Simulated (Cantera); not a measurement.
## Equilibrium for silicon epitaxy and polysilicon growth: SiCl4 + H2

Feed: 1 mol SiCl4, a varied amount of H2, held at 1300 °C and 100000 Pa.

Equilibrium computed with Cantera from the NASA thermochemical tables; the gas is ideal and each condensed phase is pure. Candidate condensed phases: Si; 19 gas species. The tables' values for SiCl3 are old estimates; treat these amounts as uncertain. Equilibrium is a limit: real reactors are often held back by kinetics, nucleation or transport.

At 12 mol H2 nothing is condensed. From 14 mol H2 to 88 mol H2 the condensed part is Si(s). The main Si-bearing gas is SiCl2 throughout. The share of Si in condensed phases is highest at 88 mol H2 (57.5 %) and lowest at 12 mol H2 (0.0 %).

| n(H2) (mol) | log p H2 | log p HCl | log p SiCl2 | log p SiCl3 | log p SiCl4 | log p SiHCl3 | n Si(s) |
|---|---|---|---|---|---|---|---|
| 12 | -0.09 | -0.93 | -1.30 | -1.98 | -2.24 | -2.28 | 0 |
| 14 | -0.08 | -0.98 | -1.34 | -2.07 | -2.39 | -2.37 | 0.000748 |
| 17 | -0.07 | -1.01 | -1.43 | -2.20 | -2.56 | -2.49 | 0.0537 |
| 20 | -0.06 | -1.05 | -1.50 | -2.32 | -2.71 | -2.60 | 0.101 |
| 24 | -0.05 | -1.09 | -1.59 | -2.45 | -2.89 | -2.74 | 0.157 |
| 28 | -0.05 | -1.13 | -1.67 | -2.57 | -3.05 | -2.85 | 0.207 |
| 33 | -0.04 | -1.17 | -1.76 | -2.71 | -3.23 | -2.98 | 0.261 |
| 39 | -0.04 | -1.21 | -1.86 | -2.85 | -3.42 | -3.12 | 0.317 |
| 45 | -0.03 | -1.25 | -1.94 | -2.98 | -3.59 | -3.25 | 0.364 |
| 54 | -0.03 | -1.31 | -2.05 | -3.14 | -3.81 | -3.41 | 0.425 |
| 63 | -0.02 | -1.35 | -2.15 | -3.29 | -4.01 | -3.56 | 0.474 |
| 74 | -0.02 | -1.40 | -2.26 | -3.45 | -4.22 | -3.71 | 0.524 |
| 88 | -0.02 | -1.46 | -2.37 | -3.62 | -4.45 | -3.89 | 0.575 |
log p: log10 of the partial pressure in bar; n: condensed amount in mol.
